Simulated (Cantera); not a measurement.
**Equilibrium for silicon carbide growth: Si(CH₃)₄ + CH₄ + H₂**

Charge: 1 mol Si(CH₃)₄, 0.049 mol CH₄, 300 mol H₂, at 15.0 mbar.

These are equilibrium values from Cantera (NASA tables, ideal gas, pure condensed phases), not measurements of a reactor. Candidate condensed phases: C, C₆H₆, C₇H₈, C₈H₁₈, Si, SiC; 87 gas species. Gases not in the tables: Si₂H₆ and higher silanes. Kinetics and transport are ignored.

From 1650 °C to 1875 °C the condensed part is C(graphite) + SiC(s). From 1950 °C to 2100 °C the condensed part is C(graphite). From 2175 °C to 2400 °C nothing is condensed. The main Si-bearing gas is Si throughout.

```
T (°C)   x H₂      x H  x C₂H₂ (acetylene)      x Si    x SiC₂     x C₂H     x SiH    x Si₂C  n C(graphite)  n SiC(s)
------  -----  -------  ------------------  --------  --------  --------  --------  --------  -------------  --------
1650    0.992  0.00766            0.000448   4.61e-5   1.31e-6   4.93e-8   4.60e-6   9.00e-7           2.79     0.983
1725    0.986   0.0130            0.000747  0.000154   6.33e-6   1.83e-7   1.28e-5   4.19e-6           2.64     0.942
1800    0.977   0.0212             0.00120  0.000473   2.72e-5   6.19e-7   3.29e-5   1.74e-5           2.46     0.821
1875    0.963   0.0334             0.00184   0.00134  0.000105   1.91e-6   7.89e-5   6.54e-5           2.33     0.477
1950    0.943   0.0508             0.00274   0.00252  0.000264   5.44e-6  0.000127  0.000114           2.11         0
2025    0.918   0.0749             0.00393   0.00254  0.000348   1.44e-5  0.000110   5.96e-5           1.28         0
2100    0.884    0.107             0.00544   0.00248  0.000436   3.56e-5   9.23e-5   3.05e-5          0.175         0
2175    0.842    0.149             0.00555   0.00247  0.000420   6.31e-5   7.96e-5   1.48e-5              0         0
2250    0.790    0.202             0.00536   0.00245  0.000387  0.000103   6.81e-5   7.25e-6              0         0
2325    0.727    0.265             0.00508   0.00240  0.000354  0.000162   5.74e-5   3.61e-6              0         0
2400    0.654    0.338             0.00470   0.00233  0.000323  0.000246   4.76e-5   1.83e-6              0         0
```
x: gas mole fraction; n: condensed amount in mol.
